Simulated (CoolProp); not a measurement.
Computed with CoolProp (reference Helmholtz-energy equation of state, Zhou 2014).

Question: For cyclohexane, give the phase and the density (kg/m³), expansivity (1/kK), fugacity coefficient at 530.6 K and 18.9 MPa.

Answer: 
- 530.6 K and 18.9 MPa: liquid; density 577, expansivity 1.81, fugacity coefficient 0.201
